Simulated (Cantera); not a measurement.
Low-pressure radical oxidation in H2/O2

An isothermal, constant-pressure homogeneous reactor starts with H2 : O2 = 0.015 : 1 (molar parts), at 1448 K and 0.0128 atm.

Model: the H2/O2 subset of GRI-Mech 3.0, which has no nitrogen chemistry, integrated in Cantera. Radical loss at walls, strong at low pressure, is not modelled.

| t (s) | x H2 | x O2 | x H | x H2O | x OH |
|---|---|---|---|---|---|
| 6.00e-5 | 0.0148 | 0.985 | 1.34e-8 | 4.11e-9 | 2.78e-8 |
| 0.000127 | 0.0148 | 0.985 | 2.10e-8 | 2.58e-8 | 8.00e-8 |
| 0.000268 | 0.0148 | 0.985 | 4.70e-8 | 1.67e-7 | 2.62e-7 |
| 0.000565 | 0.0148 | 0.985 | 2.15e-7 | 1.48e-6 | 1.43e-6 |
| 0.00119 | 0.0147 | 0.985 | 4.49e-6 | 3.95e-5 | 3.11e-5 |
| 0.00252 | 0.00535 | 0.977 | 0.000705 | 0.00726 | 0.00364 |
| 0.00533 | 8.64e-5 | 0.971 | 0.000554 | 0.0133 | 0.00215 |
| 0.0113 | 8.12e-5 | 0.971 | 0.000537 | 0.0134 | 0.00211 |
| 0.0238 | 7.87e-5 | 0.972 | 0.000511 | 0.0134 | 0.00208 |
| 0.0502 | 7.37e-5 | 0.973 | 0.000461 | 0.0135 | 0.00201 |
| 0.106 | 6.45e-5 | 0.974 | 0.000374 | 0.0136 | 0.00188 |
| 0.224 | 4.98e-5 | 0.977 | 0.000250 | 0.0138 | 0.00166 |
| 0.473 | 3.13e-5 | 0.980 | 0.000123 | 0.0141 | 0.00132 |
| 1.00 | 1.51e-5 | 0.982 | 4.02e-5 | 0.0144 | 0.000915 |
x: mole fraction; the columns are a selection and need not sum to one.

Equilibrium at this temperature and pressure: H2 1.22e-7, O2 0.985, H 2.84e-8, H2O 0.0148, OH 8.25e-5 (gas phase only).
